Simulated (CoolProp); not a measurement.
Vapour-liquid equilibrium of CHF3 (R23) (1) + propylene (2) at 204.9 K; x and y are mole fractions of (1).

Computed with CoolProp (multi-fluid Helmholtz-energy mixture model, Penoncello 2003 and Lemmon 2013; pair parameters Bell 2016).

**Question.** Give the bubble pressure and the first vapour's composition at x = 0.425, 0.725, 0.8. Is there an azeotrope?

**Answer.** x = 0.425: 1.779 bar, y = 0.845; x = 0.725: 1.973 bar, y = 0.885; x = 0.8: 2.016 bar, y = 0.900. No azeotrope shows between x = 0.05 and 0.95.

Pair parameters are fitted to limited data, so mixtures are less certain than the pure fluids. With so large a gap from Raoult's law the liquid may split in two, which this calculation doesn't test in full.
